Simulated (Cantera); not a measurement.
**Hydrocarbon pyrolysis for carbon deposition**

A perfectly stirred reactor is fed with C2H4 : H2 = 1 : 21 (molar parts), at 1.00 bar; it is held at 1600 K, and followed from long to short residence time.

Computed with Cantera and GRI-Mech 3.0 (53 species, 325 reactions). GRI-Mech 3.0 was tuned for natural gas; its chemistry of ethylene as a main component is partial and can be far from experiment. GRI-Mech 3.0 stops at C3 and has no aromatics, soot or wall deposition, so with more carbon than oxygen in the feed, carbon stays in small species such as C2H2 where larger ones or solid carbon would form.

```tsv
τ (s)	x C2H4	x H2	x C2H2	x CH2	x C2H6
0.83	0.00288	0.940	0.0270	2.04e-9	8.24e-6
0.32	0.00341	0.945	0.0306	1.64e-9	8.24e-6
0.12	0.00413	0.950	0.0339	1.23e-9	9.23e-6
0.048	0.00510	0.952	0.0353	9.64e-10	1.14e-5
0.019	0.00690	0.954	0.0349	8.14e-10	1.56e-5
0.0072	0.0108	0.955	0.0319	7.99e-10	2.46e-5
0.0028	0.0180	0.955	0.0254	9.25e-10	4.00e-5
0.0011	0.0281	0.955	0.0162	1.10e-9	5.78e-5
0.00041	0.0380	0.955	0.00689	1.05e-9	6.10e-5
0.00016	0.0439	0.955	0.00141	4.04e-10	2.40e-5
```
x: mole fraction; the columns are a selection and need not sum to one.
